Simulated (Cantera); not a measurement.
Charge: 1 mol BF3, 0.18 mol O2, 120 mol N2, at 2300 K and 0.133 bar.

Equilibrium computed with Cantera from the NASA thermochemical tables; the gas is ideal and each condensed phase is pure. Candidate condensed phases: B, BN, B2O3; 31 gas species. The tables' values for BF2 are old estimates; treat these amounts as uncertain. The numbers say what is thermodynamically allowed, not how fast it happens.

Base state: N2 0.988, BF3 0.00680, F 0.00284, BOF 0.00141, NO 0.000681, O2 0.000315, O 0.000242, BF2 1.80e-5 (mole fractions); condensed: gas only.

### Question
What changes in the equilibrium state with this change: pressure from 0.133 bar to 7.70 mbar?

### Answer
| species | before | after |
|---|---|---|
| N2 | 0.988 | 0.986 |
| F | 0.00284 | 0.00558 |
| BF3 | 0.00680 | 0.00537 |
| O2 | 0.000315 | 5.47e-6 |
| NO | 0.000681 | 8.96e-5 |
| BF2 | 1.80e-5 | 0.000125 |
